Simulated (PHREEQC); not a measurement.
Make-up at 20 °C: 0.0092 mol/kgw NaH2PO4, 3.5e-05 mol/kgw NaOH and 0.02 mol/kgw KCl. Closed to the air; pH follows from the charge balance.

Computed with PHREEQC (ion-association model, phreeqc.dat).

Question: The ionic strength comes out as 0.0293 mol/kgw. What activity coefficients do Cl-, H2PO4-, HPO4-2, KHPO4-, H+ get?

Answer: Cl- 0.85, H2PO4- 0.86, HPO4-2 0.54, KHPO4- 0.86, H+ 0.87.

This is a speciation only: nothing precipitates in the calculation. Species that the database lacks are ignored.
